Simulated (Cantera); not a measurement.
Feed: 1 mol CsOH, 0.53 mol H2O, a varied amount of O2, equilibrated at 1775 K and 1580 Torr.

Equilibrium computed with Cantera from the NASA thermochemical tables; the gas is ideal and each condensed phase is pure. Candidate condensed phases: Cs, CsOH, H2O; 15 gas species. Kinetics and transport are ignored.

x: gas mole fraction; nothing condenses.

```csv
n(O2) (mol),x O2,x CsOH,x H2O,x OH,x Cs,x Cs2(OH)2,x CsO
0.27,0.150,0.554,0.294,0.000775,0.000700,0.000425,7.07e-5
0.39,0.203,0.519,0.276,0.000809,0.000628,0.000374,7.39e-5
0.55,0.264,0.479,0.255,0.000831,0.000565,0.000318,7.58e-5
0.78,0.337,0.432,0.229,0.000838,0.000505,0.000258,7.65e-5
1.1,(withheld),(withheld),(withheld),0.000828,(withheld),(withheld),7.56e-5
1.6,0.511,0.319,0.169,0.000798,0.000391,0.000141,7.29e-5
2.2,0.589,0.267,0.142,0.000758,0.000346,9.91e-5,6.92e-5
3.2,0.676,0.211,0.112,0.000696,0.000297,6.16e-5,6.36e-5
4.5,0.746,0.165,0.0877,0.000632,0.000256,3.79e-5,5.78e-5
6.4,0.807,(withheld),(withheld),(withheld),(withheld),(withheld),(withheld)
9.1,0.856,0.0938,0.0497,0.000492,0.000187,1.22e-5,4.50e-5
```

Fill in the missing entries.


- 1.1, x O2: 0.418
- 1.1, x CsOH: 0.379
- 1.1, x H2O: 0.201
- 1.1, x Cs: 0.000449
- 1.1, x Cs2(OH)2: 0.000199
- 6.4, x CsOH: 0.126
- 6.4, x H2O: 0.0667
- 6.4, x OH: 0.000562
- 6.4, x Cs: 0.000219
- 6.4, x Cs2(OH)2: 2.19e-5
- 6.4, x CsO: 5.14e-5
